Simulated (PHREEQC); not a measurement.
1 kg of water holding 0.073 mol/kgw KCl and 0.13 mol/kgw CaCl2 is evaporated at 90 °C; the solids stay in contact with the brine. No CO2 enters from the air. The run lets Portlandite, Sylvite precipitate or redissolve, and no other solid.

Model: Pitzer model, pitzer.dat, run in PHREEQC.

```
water left (kg)  ionic strength  water activity  Ca in solution (mol/kgw)  Cl in solution (mol/kgw)  K in solution (mol/kgw)
---------------  --------------  --------------  ------------------------  ------------------------  -----------------------
1                         0.463           0.992                     0.130                     0.333                   0.0730
0.6755                    0.685           0.988                     0.192                     0.493                    0.108
0.4563                     1.01           0.982                     0.285                     0.730                    0.160
0.375                      1.23           0.978                     0.347                     0.888                    0.195
0.2533                     1.83           0.966                     0.513                      1.31                    0.288
0.1711                     2.71           0.948                     0.760                      1.95                    0.427
0.1156                     4.00           0.918                      1.12                      2.88                    0.631
0.07809                    5.93           0.867                      1.66                      4.26                    0.935
0.06418                    7.21           0.830                      2.03                      5.19                     1.14
0.04335                    10.7           0.725                      3.00                      7.68                     1.68
0.0293                     15.8           0.578                      4.44                      11.4                     2.49
```

Constants without temperature data keep their 25 °C values here.
